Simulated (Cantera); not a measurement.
**Ti(OiPr)₄ + O₂ (titanium nitride, carbide and oxide coatings)**

Input: 1 mol Ti(OiPr)₄, 0.17 mol O₂, at 190 Pa.

These are equilibrium values from Cantera (NASA tables, ideal gas, pure condensed phases), not measurements of a reactor. Candidate condensed phases: C, C₆H₆, C₇H₈, C₈H₁₈, H₂O, Ti, TiC, TiO, TiO₂, Ti₂O₃, Ti₃O₅, Ti₄O₇; 113 gas species. The feed counts by its element totals alone. TiC: taken at fixed stoichiometry. Condensed phases not in the tables: Magnéli phases beyond Ti₄O₇. Equilibrium is a limit: real reactors are often held back by kinetics, nucleation or transport.

At 1000 K the condensed part is C(graphite) + TiO₂(rutile). At 1100 K the condensed part is C(graphite) + Ti₃O₅(s). From 1200 K to 2000 K the condensed part is C(graphite) + TiC(s).

```csv
T (K),x H₂,x CO,x H,x C₂H₂ (acetylene),x CH₄,x H₂O,n C(graphite),n TiO₂(rutile),n Ti₃O₅(s),n TiC(s)
1000,0.857,0.143,4.82e-8,9.78e-10,0.000133,9.21e-5,9.66,1.00,0,0
1100,0.840,0.160,5.43e-7,1.12e-8,4.81e-5,2.29e-5,9.33,0,0.333,0
1200,0.763,0.237,3.96e-6,7.84e-8,1.75e-5,8.91e-6,6.66,0,0,1.00
1300,0.763,0.237,2.22e-5,4.40e-7,8.71e-6,3.13e-6,6.66,0,0,1.00
1400,0.763,0.237,9.75e-5,1.92e-6,4.78e-6,1.28e-6,6.66,0,0,1.00
1500,0.763,0.237,0.000353,6.89e-6,2.84e-6,5.89e-7,6.66,0,0,1.00
1600,0.762,0.237,0.00109,2.10e-5,1.80e-6,2.99e-7,6.66,0,0,1.00
1700,0.761,0.236,0.00295,5.58e-5,1.20e-6,1.65e-7,6.66,0,0,1.00
1800,0.757,0.236,0.00715,0.000133,8.38e-7,9.67e-8,6.66,0,0,1.00
1900,0.749,0.235,0.0158,0.000286,5.99e-7,5.96e-8,6.65,0,0,1.000
2000,0.735,0.233,0.0320,0.000564,4.35e-7,3.81e-8,6.64,0,0,1.000
```
x: gas mole fraction; n: condensed amount in mol.
